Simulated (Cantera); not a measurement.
Feed: 1 mol HBr, 0.026 mol O₂, 28 mol N₂, at 2798 K and 1 atm.

Cantera equilibrium calculation (NASA polynomials, part measured and part estimated; ideal gas, pure solids and liquids). Candidate condensed phases: Br₂, H₂O; 27 gas species. Kinetics and transport are ignored.

Base state: N₂ 0.947, Br 0.0290, H₂ 0.00935, H 0.00780, HBr 0.00483, H₂O 0.00112, OH 0.000262, NO 0.000226 (mole fractions); condensed: gas only.

Problem. What changes in the equilibrium state with this change: N₂ from 28 to 7.4 mol?

Solution. 
```csv
species,before,after
N₂,0.947,0.836
Br,0.0290,0.0866
H₂,0.00935,0.0311
HBr,0.00483,0.0263
H,0.00780,0.0142
Br₂,5.17e-6,4.61e-5
H₂O,0.00112,0.00479
OH,0.000262,0.000615
```

Problem. What changes in the equilibrium state with this change: HBr replaced by CO₂?

Solution. 
```tsv
species	before	after
N₂	0.947	0.948
CO	0	0.0222
CO₂	0	0.0118
Br	0.0290	0
H₂	0.00935	0
H	0.00780	0
HBr	0.00483	0
H₂O	0.00112	0
OH	0.000262	0
```
Further candidate phases: C.
